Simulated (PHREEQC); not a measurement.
# Polishing slurry liquid: speciation

A solution holds 0.0025 mol HNO3 and 0.0026 mol CuSO4 per kg of water, at 20 °C. Closed to the air; pH follows from the charge balance.

Equilibrium calculation in PHREEQC: ion-association model, phreeqc.dat.

Each row changes one thing in this solution. No solid was allowed to form.

```
case                                    pH  ionic strength (mol/kgw)
------------------------------------  ----  ------------------------
as made                               2.69                    0.0109
HNO3 from 0.0025 to 0.00275 mol/kgw   2.65                    0.0111
CuSO4 left out                        2.62                   0.00250
temperature from 20 to 60 °C          2.74                    0.0103
diluted 100-fold with water           4.61                  0.000128
diluted 10-fold with water            3.63                   0.00125
CuSO4 from 0.0026 to 0.00026 mol/kgw  2.63                   0.00344
```

At this temperature some constants are extrapolated from 25 °C, and those without enthalpy data are left unchanged.
